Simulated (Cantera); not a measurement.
Input: 1 mol Si₂Cl₆, 0.57 mol Cl₂, 59 mol H₂, held at 13.3 mbar.

Cantera equilibrium calculation (NASA polynomials, part measured and part estimated; ideal gas, pure solids and liquids). Candidate condensed phases: Si; 19 gas species. The feed counts by its element totals alone. Kinetics and transport are ignored.

Task: What share of the Si ends up in condensed phases as a function of T (K), at 925, 975, 1025, 1075, 1125, 1175, 1225, 1275, 1325, 1375, 1425?

Result: 
```tsv
T (K)	Si condensed (%)	as
925	14.2	Si(s)
975	18.9	Si(s)
1025	24.6	Si(s)
1075	30.5	Si(s)
1125	35.9	Si(s)
1175	39.6	Si(s)
1225	41.5	Si(s)
1275	41.8	Si(s)
1325	41.3	Si(s)
1375	40.5	Si(s)
1425	39.4	Si(s)
```
